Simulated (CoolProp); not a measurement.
m-xylene at 293.15 K and 15.5 MPa flows at 1.1 m/s in a round tube of 6 mm bore and 1.5 µm roughness, fully developed (64/Re and Nu = 3.66 if laminar; Colebrook and Gnielinski if turbulent). Each further row changes one setting.

Values from CoolProp's reference Helmholtz-energy equation of state, Zhou 2012.

```csv
case,Reynolds number,Darcy friction factor,pressure drop (Pa/m),heat-transfer coefficient (W/(m² K)),mass flow (kg/h)
as stated,8290,0.0328,2890,…,97.9
velocity 2.2 m/s,16600,0.0276,9740,3100,196
diameter 12 mm,16600,…,…,…,…
```

Some entries are withheld; supply them.


- as stated, heat-transfer coefficient (W/(m² K)): 1620
- diameter 12 mm, Darcy friction factor: 0.0274
- diameter 12 mm, pressure drop (Pa/m): 1210
- diameter 12 mm, heat-transfer coefficient (W/(m² K)): 1540
- diameter 12 mm, mass flow (kg/h): 392

Viscosity comes from a separate model (Cao 2016). Thermal conductivity comes from a separate model (Mylona 2014).
